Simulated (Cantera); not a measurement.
Input: 1 mol Si₂H₆, a varied amount of H₂O, 16 mol N₂, held at 1748 K and 75.0 Torr.

These are equilibrium values from Cantera (NASA tables, ideal gas, pure condensed phases), not measurements of a reactor. Candidate condensed phases: H₂O, Si, SiO₂, Si₂N₂O, Si₃N₄; 35 gas species. The feed counts by its element totals alone. Mutual solubility and eutectic melting of coexisting phases are not modelled. The tables hold silica as quartz up to 1696 K and as liquid above; real silica turns to tridymite and cristobalite and melts near 1996 K. Gases not in the tables: Si(OH)₄. The numbers say what is thermodynamically allowed, not how fast it happens.

Problem. Which condensed phases are stable at each of these points (n(H₂O) (mol)): 2.3, 2.8, 3.4, 4.1, 4.9, 5.9, 7.1, 8.5, 10, 12, 15, 18?

Solution. 
```csv
n(H₂O) (mol),condensed phases,Si condensed (%)
2.3,SiO₂(condensed) + Si₂N₂O(s),83.6
2.8,SiO₂(condensed) + Si₂N₂O(s),83.0
3.4,SiO₂(condensed) + Si₂N₂O(s),82.2
4.1,SiO₂(condensed),99.4
4.9,SiO₂(condensed),99.9
5.9,SiO₂(condensed),100.0
7.1,SiO₂(condensed),100.0
8.5,SiO₂(condensed),100.0
10,SiO₂(condensed),100.0
12,SiO₂(condensed),100.0
15,SiO₂(condensed),100.0
18,SiO₂(condensed),100.0
```

From 2.3 mol H₂O to 3.4 mol H₂O the condensed part is SiO₂(condensed) + Si₂N₂O(s). From 4.1 mol H₂O to 18 mol H₂O the condensed part is SiO₂(condensed).
